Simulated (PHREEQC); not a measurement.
Solution (65 °C): 0.0021 mol CuCl2, 0.029 mol H2SO4 and 0.005 mol H3BO3 per kg of water. Closed to the air; pH follows from the charge balance.

All values are PHREEQC results (ion-association model, wateq4f.dat), not measurements.

```csv
quantity,before,after
pH,1.53,0.91
ionic strength (mol/kgw),0.0451,0.172
HSO4- (mol/kgw),0.0231,0.134
SO4-2 (mol/kgw),0.00541,0.0106
Cu+2 (mol/kgw),0.00159,0.00167
CuSO4 (mol/kgw),0.000467,0.000398
SI of Chalcanthite (CuSO4:5H2O),-3.23,-3.30
SI of Tenorite (CuO),-6.37,-7.76
```

Task: What was changed between the two runs?
A) 0.00048 mol/kgw NaHCO3 added
B) diluted 2-fold with water
C) H2SO4 from 0.029 to 0.145 mol/kgw
D) temperature from 65 to 30 °C

Result: C, H2SO4 from 0.029 to 0.145 mol/kgw

Precipitation was switched off in this run. Constants without temperature data keep their 25 °C values here.
